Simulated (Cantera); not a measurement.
Input (Python, Cantera):

```python
import numpy as np
import cantera as ct

gas = ct.Solution("gri30.yaml")


def delay(T, t_max=10):
    gas.TPX = T, 100000, {'CH3OH': 1, 'O2': 1.15, 'N2': 4.34, 'CO2': 0.6}
    reactor = ct.IdealGasConstPressureReactor(gas, clone=False)
    net = ct.ReactorNet([reactor])
    net.rtol, net.atol = 1e-8, 1e-16
    while net.time < t_max:
        t_old, T_old = net.time, reactor.T
        net.step()
        if reactor.T > T + 400:  # ignition: a rise of 400 K
            return t_old + (T + 400 - T_old) / (reactor.T - T_old) * (net.time - t_old)
    return np.nan


taus = []
for T in [1275, 1375, 1475, 1575, 1675, 1775, 1875]:
    taus.append(delay(T))
    print(f"T0 = {T:6g} K   tau = {taus[-1]:.4e} s")
```

It prints:

```
T0 =   1275 K   tau = 2.8402e-03 s
T0 =   1375 K   tau = 7.7312e-04 s
T0 =   1475 K   tau = 2.6498e-04 s
T0 =   1575 K   tau = 1.0973e-04 s
T0 =   1675 K   tau = 5.2559e-05 s
T0 =   1775 K   tau = 2.8105e-05 s
T0 =   1875 K   tau = 1.6442e-05 s
```

Model: GRI-Mech 3.0 (53 species, 325 reactions), integrated in Cantera. GRI-Mech 3.0 was tuned for natural gas; its chemistry of methanol as a main component is partial and can be far from experiment.
